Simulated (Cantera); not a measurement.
What does this Cantera script print?

```python
import numpy as np
import cantera as ct

gas_names = """
    Br Br2 Si SiBr SiBr2 SiBr3 SiBr4 Si2 Si3
""".split()
cond_names = """
    Br2(cr) Br2(L) Si(cr) Si(L)
""".split()


# ... load() reads the species with a 1 bar reference pressure and builds the phases ...
atoms = {
    'Si': {'Si': 1},
    'Br2': {'Br': 2},
}
top_T = {}  # K; cautious upper limits of use, not melting points


# ... equilibrate(T, P, feed) seeds the gas with the atoms and calls Mixture.equilibrate('TP', solver="vcs", rtol=1e-11, max_steps=5000) ...
results = []
feed = {'Si': 1, 'Br2': 5.7}  # mol
P = 67  # Pa
for T in [550, 650, 750, 850, 950, 1050, 1150, 1250, 1350, 1450, 1550]:
    mix = equilibrate(T, P, feed)
    results.append((T, P, feed, dict(zip(mix.species_names, mix.species_moles))))
    x = sorted(zip(gas.X, gas.species_names), reverse=True)
    print(f"T = {T:g} K  P = {P:g} Pa  gas = {mix.phase_moles(0):.4g} mol")
    print("   x: " + "  ".join(f"{s} {v:.3e}" for v, s in x if v > 0.001))
    print("   condensed (mol): " + ("  ".join(f"{mix.phase(i).name} {mix.phase_moles(i):.4g}"
          for i in range(1, mix.n_phases) if mix.phase_moles(i) > 1e-12) or "none"))
```

Result:

```
T = 550 K  P = 67 Pa  gas = 4.7 mol
   x: Br2 7.872e-01  SiBr4 2.128e-01
   condensed (mol): none
T = 650 K  P = 67 Pa  gas = 4.701 mol
   x: Br2 7.869e-01  SiBr4 2.127e-01
   condensed (mol): none
T = 750 K  P = 67 Pa  gas = 4.709 mol
   x: Br2 7.837e-01  SiBr4 2.124e-01  Br 3.903e-03
   condensed (mol): none
T = 850 K  P = 67 Pa  gas = 4.758 mol
   x: Br2 7.655e-01  SiBr4 2.102e-01  Br 2.430e-02
   condensed (mol): none
T = 950 K  P = 67 Pa  gas = 4.946 mol
   x: Br2 6.983e-01  SiBr4 2.022e-01  Br 9.956e-02
   condensed (mol): none
T = 1050 K  P = 67 Pa  gas = 5.477 mol
   x: Br2 5.336e-01  Br 2.838e-01  SiBr4 1.826e-01
   condensed (mol): none
T = 1150 K  P = 67 Pa  gas = 6.513 mol
   x: Br 5.566e-01  Br2 2.898e-01  SiBr4 1.535e-01
   condensed (mol): none
T = 1250 K  P = 67 Pa  gas = 7.605 mol
   x: Br 7.637e-01  SiBr4 1.312e-01  Br2 1.048e-01
   condensed (mol): none
T = 1350 K  P = 67 Pa  gas = 8.179 mol
   x: Br 8.463e-01  SiBr4 1.190e-01  Br2 3.146e-02  SiBr3 2.063e-03  SiBr2 1.196e-03
   condensed (mol): none
T = 1450 K  P = 67 Pa  gas = 8.851 mol
   x: Br 8.770e-01  SiBr4 7.778e-02  SiBr2 2.577e-02  Br2 9.988e-03  SiBr3 9.427e-03
   condensed (mol): none
T = 1550 K  P = 67 Pa  gas = 10.06 mol
   x: Br 8.970e-01  SiBr2 8.045e-02  SiBr4 1.140e-02  SiBr3 7.566e-03  Br2 3.602e-03
   condensed (mol): none
```

These are equilibrium values from Cantera (NASA tables, ideal gas, pure condensed phases), not measurements of a reactor. The tables' values for SiBr3 are old estimates; treat these amounts as uncertain.
